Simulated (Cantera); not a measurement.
Input (Python, Cantera) and output of one run.

```python
import numpy as np
import cantera as ct

gas_names = [...]  # 113 gases of nasa_gas.yaml made of C, F, H, Si
cond_names = """
    C(gr) C6H6(L) C7H8(L) C8H18(L),n-octa Si(cr) Si(L) SiC(b)
""".split()


# ... load() reads the species with a 1 bar reference pressure and builds the phases ...
atoms = {
    'SiF4': {'Si': 1, 'F': 4},
    'C2H2': {'C': 2, 'H': 2},
    'H2': {'H': 2},
    'C3H8': {'C': 3, 'H': 8},
}
top_T = {'C(gr)': 4500, 'SiC(b)': 3050}  # K; cautious upper limits of use, not melting points


# ... equilibrate(T, P, feed) seeds the gas with the atoms and calls Mixture.equilibrate('TP', solver="vcs", rtol=1e-11, max_steps=5000) ...
results = []
feed = {'SiF4': 1, 'C2H2': 0.39, 'H2': 870, 'C3H8': 0.67}  # mol
P = 1000  # Pa
for T in [1248, 1348, 1448, 1548, 1648, 1748, 1848, 1948, 2048, 2148, 2248, 2348]:
    mix = equilibrate(T, P, feed)
    results.append((T, P, feed, dict(zip(mix.species_names, mix.species_moles))))

top = {s: max(r[3][s] / sum(r[3][g] for g in gas_names) for r in results) for s in gas_names}
cols = sorted((s for s in top if top[s] > 0.0001), key=lambda s: -top[s])[:8]
seen = [c for c in cond_names if any(r[3].get(c, 0) > 1e-12 for r in results)]
print("log10 of partial pressures in bar; condensed amounts in mol")
print(f"{'T/K':>10s}" + "".join(f"{s[:9]:>10s}" for s in cols + seen))
for T, P, feed, n in results:
    ng = sum(n[g] for g in gas_names)
    print(f"{T:10.4g}" + "".join(f"{np.log10(max(n[s] / ng * P / 1e5, 1e-99)):10.3f}" for s in cols)
          + "".join(f"{n.get(c, 0):10.4g}" for c in seen))
```

Output:

```
log10 of partial pressures in bar; condensed amounts in mol
       T/K        H2         H        HF C2H2,acet        Si      SiF4       CH4     C(gr)    SiC(b)
      1248    -2.001    -7.331    -4.944    -8.615   -13.761    -5.097    -5.955     2.462    0.2303
      1348    -2.001    -6.636    -4.653    -7.921   -12.150    -5.300    -6.237     2.279    0.4579
      1448    -2.002    -6.036    -4.464    -7.325   -10.763    -5.717    -6.480     2.036    0.7166
      1548    -2.002    -5.513    -4.383    -6.806    -9.556    -6.411    -6.692     1.871    0.8735
      1648    -2.002    -5.052    -4.361    -6.352    -8.498    -7.219    -6.878     1.779    0.9215
      1748    -2.003    -4.643    -4.357    -5.950    -7.562    -7.988    -7.042     1.657    0.9285
      1848    -2.004    -4.278    -4.357    -5.594    -6.728    -8.687    -7.190     1.427    0.9085
      1948    -2.007    -3.951    -4.360    -5.276    -5.981    -9.321    -7.325     1.037     0.806
      2048    -2.012    -3.656    -4.366    -4.992    -5.307    -9.900    -7.451    0.5555    0.3635
      2148    -2.021    -3.391    -4.362    -4.827    -5.053   -10.735    -7.617         0         0
      2248    -2.035    -3.151    -4.362    -4.832    -5.023   -11.696    -7.853         0         0
      2348    -2.057    -2.937    -4.370    -4.843    -5.016   -12.606    -8.084         0         0
```

Cantera equilibrium calculation (NASA polynomials, part measured and part estimated; ideal gas, pure solids and liquids). The tables' values for SiF3, SiF2, SiF are old estimates; treat these amounts as uncertain.
